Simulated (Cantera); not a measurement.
An isothermal, constant-pressure homogeneous reactor starts with H2 : O2 = 0.21 : 1 (molar parts), equivalence ratio 0.10, at 1050 K and 0.0267 bar.

Detailed kinetics in Cantera: the H2/O2 subset of GRI-Mech 3.0, which has no nitrogen chemistry. Radical loss at walls, strong at low pressure, is not modelled. The temperature is held fixed by assumption; the heat of reaction is taken as removed at once.

One state of this run: x H2 = 3.60e-9; x O2 = 0.810; x O = 2.91e-8; x HO2 = 2.19e-9; x H = 2.26e-11. x: mole fraction; the columns are a selection and need not sum to one.

**Question.** Which value of t (s) does it belong to?
A) 0.360
B) 0.000445
C) 20.0
D) 5.24

**Answer.** C, 20.0
